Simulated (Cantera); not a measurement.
**Ignition delay**

Mixture: 8.68 % CO, 4.26 % H₂, 2.21 % CH₄, 17.8 % O₂, 67.0 % N₂, equivalence ratio 0.61, at 7500 Torr, adiabatic and at constant volume. Ignition delay is the time to a rise of 400 K.

Model: GRI-Mech 3.0 (53 species, 325 reactions), integrated in Cantera. Below about 1000 K GRI-Mech 3.0 lacks low-temperature oxidation paths.

| T0 (K) | delay (ms) |
|---|---|
| 975 | 12.1 |
| 1050 | 1.92 |
| 1125 | 0.375 |
| 1200 | 0.102 |
| 1275 | 0.0392 |
| 1350 | 0.0189 |
| 1425 | 0.0106 |

```yaml
apparent activation energy between 1275 and 1425 K: 130 kJ/mol
```
